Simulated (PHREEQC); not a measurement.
**Copper plating or etch bath (model solution)**

Consider water at 25 °C with 0.29 mol CuCl2 and 0.00024 mol NaCl per kg of water. Closed to the air; pH follows from the charge balance.

The numbers come from PHREEQC with the ion-association model, wateq4f.dat.

No solid was allowed to form.

Task: Estimate the pH, ionic strength, activity of water.

Result: pH 4.09; ionic strength 0.721 mol/kgw; activity of water 0.987.

Task: In which forms is Cl present?

Result: Cl- 87 %, CuCl+ 11 %, CuCl2 2.0 % of the Cl.

The solution is supersaturated, for example in Atacamite, so a real one may precipitate; this is no full list. Ionic strength above about 0.7 mol/kgw puts this run outside the model's range. Complexes and solids missing from the database can't appear.
